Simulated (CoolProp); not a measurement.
Vapour-liquid equilibrium of C2F6 (R116) (1) + R22 (2) at -66.75 °C; x and y are mole fractions of (1).

Model: multi-fluid Helmholtz-energy mixture model, Lemmon 2006 and Kamei 1995; pair parameters Bell 2016, in CoolProp.

| x | bubble pressure (MPa) | y at the bubble point | dew pressure at overall composition x (MPa) | liquid density (mol/L) |
|---|---|---|---|---|
| 0.05 | 0.07615 | 0.678 | 0.02642 | 16.73 |
| 0.125 | 0.1203 | 0.803 | 0.02867 | 16.14 |
| 0.2 | 0.1417 | 0.838 | 0.03133 | 15.57 |
| 0.275 | (withheld) | 0.851 | 0.03453 | 15.04 |
| 0.35 | 0.1555 | 0.857 | (withheld) | 14.53 |
| 0.425 | 0.1574 | 0.860 | 0.04338 | 14.05 |
| 0.5 | 0.1587 | 0.862 | 0.04974 | 13.59 |
| 0.575 | 0.1603 | 0.865 | 0.05827 | 13.17 |
| 0.65 | 0.1626 | 0.871 | 0.07028 | (withheld) |
| 0.725 | 0.1657 | 0.882 | 0.08842 | 12.40 |
| 0.8 | 0.1695 | 0.898 | 0.1185 | 12.05 |
| 0.875 | 0.1736 | (withheld) | (withheld) | 11.73 |
| 0.95 | 0.1775 | 0.963 | 0.1764 | 11.44 |

### Question
Fill in the missing entries.

### Answer

- 0.275, bubble pressure (MPa): 0.1514
- 0.35, dew pressure at overall composition x (MPa): 0.03845
- 0.65, liquid density (mol/L): 12.77
- 0.875, y at the bubble point: 0.924
- 0.875, dew pressure at overall composition x (MPa): 0.1637

No azeotrope shows between x = 0.05 and 0.95.

Pair parameters are fitted to limited data, so mixtures are less certain than the pure fluids. With so large a gap from Raoult's law the liquid may split in two, which this calculation doesn't test in full.
